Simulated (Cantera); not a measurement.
**Gas activation for diamond growth**

An isothermal, constant-pressure homogeneous reactor starts with CH4 : H2 : CO2 = 0.038 : 1 : 0.01 (molar parts), at 1625 K and 100.0 Torr.

Model: GRI-Mech 3.0 (53 species, 325 reactions), integrated in Cantera. GRI-Mech 3.0 stops at C3 and has no aromatics, soot or wall deposition, so with more carbon than oxygen in the feed, carbon stays in small species such as C2H2 where larger ones or solid carbon would form.

```csv
t (s),x CH4,x H2,x CO2,x CH2,x O
2.00e-5,0.0363,0.954,0.00954,<1e-12,<1e-12
0.000120,0.0363,0.954,0.00954,1.05e-11,<1e-12
0.000719,0.0362,0.954,0.00954,3.99e-10,<1e-12
0.00431,0.0361,0.954,0.00941,9.91e-9,1.17e-12
0.0258,0.0356,0.953,0.00780,2.15e-8,3.95e-12
0.155,0.0325,0.949,0.00242,2.02e-8,8.55e-12
0.928,0.0213,0.953,3.15e-5,1.42e-8,1.04e-11
5.57,0.00732,0.960,2.85e-5,5.58e-9,9.87e-12
33.4,0.00408,0.964,2.39e-5,3.22e-9,6.56e-12
200,0.00335,0.967,3.69e-6,2.56e-9,<1e-12
```
x: mole fraction; the columns are a selection and need not sum to one.

Equilibrium at this temperature and pressure: CH4 0.00326, H2 0.967, CO2 5.93e-10, CH2 2.48e-9, O <1e-12 (gas phase only).
